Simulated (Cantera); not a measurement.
Cantera run, input and output.

```python
import numpy as np
import cantera as ct

gas = ct.Solution("gri30.yaml")
gas.TPX = 1150, 100000, {'CO': 0.001, 'O2': 0.029, 'H2O': 0.054, 'N2': 1}
reactor = ct.IdealGasConstPressureReactor(gas, energy="off", clone=False)
net = ct.ReactorNet([reactor])
net.rtol, net.atol = 1e-08, 1e-18
show = ['CO', 'O2', 'H2O', 'O', 'H2', 'NO']
times = np.geomspace(9e-06, 2, 15)

steps = ct.SolutionArray(gas, extra=["t"])
rows = []
print(f"{'t/s':>10s}{'T/K':>9s}{'P/Pa':>11s}" + "".join(f"{s:>11s}" for s in show))
for t in times:
    while net.time < t:
        t_next = net.step()
        steps.append(gas.state, t=t_next)
    rows.append([np.interp(t, steps.t, y) for y in (steps.T, steps.P, *steps(*show).X.T)])
    print(f"{t:10.3e}{rows[-1][0]:9.1f}{rows[-1][1]:11.4g}" + "".join(f"{x:11.3e}" for x in rows[-1][2:]))
rate = np.gradient(steps.T, steps.t)
print("integrator steps:", len(steps.t))
if steps.T.max() > steps.T[0] + 200:
    print(f"time of steepest temperature rise: {steps.t[rate.argmax()]:.4e} s")
gas.TPX = 1150, 100000, {'CO': 0.001, 'O2': 0.029, 'H2O': 0.054, 'N2': 1}
gas.equilibrate("TP")
print(f"equilibrium (TP): T = {gas.T:.1f} K  " + "  ".join(f"{s} {gas[s].X[0]:.3e}" for s in show))
```

Result:

```
       t/s      T/K       P/Pa         CO         O2        H2O          O         H2         NO
 9.000e-06   1150.0      1e+05  9.225e-04  2.675e-02  4.982e-02  4.662e-12  2.989e-16  1.342e-22
 2.168e-05   1150.0      1e+05  9.225e-04  2.675e-02  4.982e-02  1.085e-11  3.790e-15  8.835e-22
 5.225e-05   1150.0      1e+05  9.225e-04  2.675e-02  4.982e-02  2.416e-11  4.710e-14  5.479e-21
 1.259e-04   1150.0      1e+05  9.225e-04  2.675e-02  4.982e-02  4.988e-11  5.462e-13  3.022e-20
 3.033e-04   1150.0      1e+05  9.225e-04  2.675e-02  4.982e-02  9.774e-11  5.872e-12  1.503e-19
 7.308e-04   1150.0      1e+05  9.225e-04  2.675e-02  4.982e-02  2.416e-10  6.094e-11  7.872e-19
 1.761e-03   1150.0      1e+05  9.225e-04  2.675e-02  4.982e-02  1.408e-09  8.529e-10  7.240e-18
 4.243e-03   1150.0      1e+05  9.219e-04  2.675e-02  4.982e-02  7.185e-08  5.725e-08  7.654e-16
 1.022e-02   1150.0      1e+05  7.107e-04  2.664e-02  4.979e-02  8.047e-06  1.411e-05  3.295e-11
 2.463e-02   1150.0      1e+05  2.284e-04  2.641e-02  4.981e-02  2.883e-06  6.352e-06  1.650e-10
 5.934e-02   1150.0      1e+05  4.836e-05  2.632e-02  4.983e-02  6.268e-07  1.329e-06  2.299e-10
 1.430e-01   1150.0      1e+05  7.620e-06  2.631e-02  4.984e-02  1.216e-07  2.253e-07  2.679e-10
 3.445e-01   1150.0      1e+05  9.410e-07  2.630e-02  4.984e-02  2.550e-08  3.564e-08  2.908e-10
 8.301e-01   1150.0      1e+05  8.001e-08  2.630e-02  4.984e-02  6.552e-09  6.329e-09  3.031e-10
 2.000e+00   1150.0      1e+05  3.063e-09  2.630e-02  4.984e-02  2.366e-09  1.979e-09  3.097e-10
integrator steps: 993
equilibrium (TP): T = 1150.0 K  CO 2.927e-11  O2 2.628e-02  H2O 4.984e-02  O 1.356e-09  H2 1.330e-09  NO 5.054e-05
```

Cantera simulation using GRI-Mech 3.0 (53 species, 325 reactions); the numbers are that mechanism's predictions, not measurements.
